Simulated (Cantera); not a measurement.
An isothermal, constant-pressure homogeneous reactor starts with 1.72 % H2, 90.3 % O2, 7.95 % N2, at 1200 K and 0.0267 bar.

Computed with Cantera and GRI-Mech 3.0 (53 species, 325 reactions). Radical loss at walls, strong at low pressure, is not modelled.

One state of this run: x H2 = 9.05e-6; x O2 = 0.901; x O = 0.000881; x HO2 = 7.72e-7; x H2O = 0.0171; x OH = 0.000342; x H = 2.11e-5. x: mole fraction; the columns are a selection and need not sum to one.

Problem. Which value of t (s) does it belong to?
A) 300
B) 1.27
C) 3.78
D) 0.142

Solution. D, 0.142
